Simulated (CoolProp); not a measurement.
Values from CoolProp's reference Helmholtz-energy equation of state, Lemmon 2006. It is a short technical equation, of lower accuracy than the large ones.

**Question.** For carbonyl sulfide, give the phase and the speed of sound (m/s) at 41.15 °C and 0.0179 MPa; -37.75 °C and 0.0134 MPa; -91.65 °C and 12.4 MPa.

**Answer.** 
- 41.15 °C and 0.0179 MPa: gas; speed of sound 232
- -37.75 °C and 0.0134 MPa: gas; speed of sound 204
- -91.65 °C and 12.4 MPa: liquid; speed of sound 1280
